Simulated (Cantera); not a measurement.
Charge: 1 mol SiHCl₃, 0.025 mol Cl₂, 7.2 mol H₂, equilibrated at 727 °C and 6.30 mbar.

These are equilibrium values from Cantera (NASA tables, ideal gas, pure condensed phases), not measurements of a reactor. Candidate condensed phases: Si; 19 gas species. The tables' values for SiCl₃ are old estimates; treat these amounts as uncertain. The numbers say what is thermodynamically allowed, not how fast it happens.

Base state: H₂ 0.878, SiCl₄ 0.0682, HCl 0.0366, SiHCl₃ 0.0115, SiCl₃ 0.00270, SiCl₂ 0.00259, SiH₂Cl₂ 0.000211 (mole fractions); condensed: Si(s).

**Question.** What changes in the equilibrium state with this change: temperature from 727 °C to 1300 °C?

**Answer.** 
```tsv
species	before	after
H₂	0.878	0.764
HCl	0.0366	0.143
SiCl₂	0.00259	0.0907
SiCl₄	0.0682	0.000102
SiHCl₃	0.0115	7.23e-5
Cl	1.04e-9	6.66e-5
SiCl	<1e-9	4.57e-5
H	2.68e-8	0.000448
SiH₂Cl₂	0.000211	8.44e-6
Si(s), mol	0.273	0.144
```
The tables' values for SiCl₃, SiCl are old estimates; treat these amounts as uncertain.

**Question.** What changes in the equilibrium state with this change: pressure from 6.30 mbar to 1 atm?

**Answer.** 
```
species       before     after
----------  --------  --------
H₂             0.878     0.891
SiCl₄         0.0682    0.0587
SiHCl₃        0.0115    0.0370
HCl           0.0366   0.00996
SiH₃Cl       9.82e-7   4.36e-5
SiCl₂        0.00259  0.000189
SiH₂Cl₂     0.000211   0.00251
Si(s), mol     0.273     0.168
```

**Question.** What changes in the equilibrium state with this change: H₂ from 7.2 to 420 mol?

**Answer.** 
```json
[
 {"species": "H₂", "before": "0.878", "after": "0.993"},
 {"species": "HCl", "before": "0.0366", "after": "0.00661"},
 {"species": "SiCl₂", "before": "0.00259", "after": "7.49e-5"},
 {"species": "SiCl₄", "before": "0.0682", "after": "5.71e-5"},
 {"species": "SiHCl₃", "before": "0.0115", "after": "6.04e-5"},
 {"species": "SiCl₃", "before": "0.00270", "after": "1.33e-5"},
 {"species": "SiH₂Cl₂", "before": "0.000211", "after": "6.89e-6"},
 {"species": "Si(s), mol", "before": "0.273", "after": "0.910"}
]
```
